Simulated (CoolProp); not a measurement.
A single-stage vapour-compression cycle with the fluid: evaporating at 327.15 K (dew point), condensing at 385.15 K (bubble point), superheat 8 K, subcooling 2 K, compressor efficiency 0.8, no pressure losses. The same conditions are run with several fluids, on thermodynamics alone (safety and materials aside).

Values from CoolProp's reference Helmholtz-energy equation of state of each fluid (trans-2-butene: Lemmon 2005; isobutene: Lemmon 2005; 1,2-dichloroethane: Thol 2015; methanol: de Reuck 1993; isobutane: Bücker 2006; R124: de Vries 1995).

| fluid | cooling COP | pressure ratio | discharge temperature (K) | refrigerating effect (kJ/kg) | volumetric capacity (kJ/m³) |
|---|---|---|---|---|---|
| trans-2-butene | 3.11 | 3.55 | 392.9 | 211 | 2570 |
| isobutene | 2.89 | 3.39 | 392.1 | ___ | 2850 |
| 1,2-dichloroethane | 3.91 | 6.31 | 415.9 | 271 | 354 |
| methanol | ___ | 7.71 | 487.8 | ___ | ___ |
| isobutane | ___ | 3.27 | 389.1 | 144 | 2670 |
| R124 | ___ | 3.48 | 394.8 | 57.6 | 2920 |

Task: Some entries are withheld; supply them.

Result: 
- isobutene, refrigerating effect (kJ/kg): 181
- methanol, cooling COP: 3.84
- methanol, refrigerating effect (kJ/kg): 979
- methanol, volumetric capacity (kJ/m³): 766
- isobutane, cooling COP: 2.56
- R124, cooling COP: 2.34
